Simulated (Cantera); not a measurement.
A closed system holds: 1 mol SiH₄, 2.6 mol O₂, 0.81 mol H₂, equilibrated at 36.0 Torr.

Cantera equilibrium calculation (NASA polynomials, part measured and part estimated; ideal gas, pure solids and liquids). Candidate condensed phases: H₂O, Si, SiO₂; 18 gas species. The tables hold silica as quartz up to 1696 K and as liquid above; real silica turns to tridymite and cristobalite and melts near 1996 K. Gases not in the tables: Si(OH)₄. Equilibrium is a limit: real reactors are often held back by kinetics, nucleation or transport.

x: gas mole fraction; n: condensed amount in mol.

```csv
T (°C),x H₂O,x O₂,x OH,x H₂,x O,n SiO₂(α-quartz),n SiO₂(β-quartz)
477,0.935,0.0649,8.37e-10,<1e-12,<1e-12,1.00,0
577,0.935,0.0649,1.78e-8,7.69e-12,<1e-12,0,1.00
677,0.935,0.0649,2.00e-7,3.05e-10,3.69e-11,0,1.00
777,0.935,0.0649,1.42e-6,6.06e-9,7.77e-10,0,1.00
877,0.935,0.0649,…,…,…,0,1.00
977,0.935,0.0649,2.80e-5,5.78e-7,8.05e-8,0,1.00
1077,0.935,0.0649,…,…,…,0,1.00
1177,0.935,0.0648,0.000243,1.59e-5,2.33e-6,0,1.00
```

Question: Complete the blanks.

Answer: 
- 1077, x OH: 8.93e-5
- 1077, x H₂: 3.42e-6
- 1077, x O: 4.91e-7
- 877, x OH: 7.18e-6
- 877, x H₂: 7.20e-8
- 877, x O: 9.66e-9
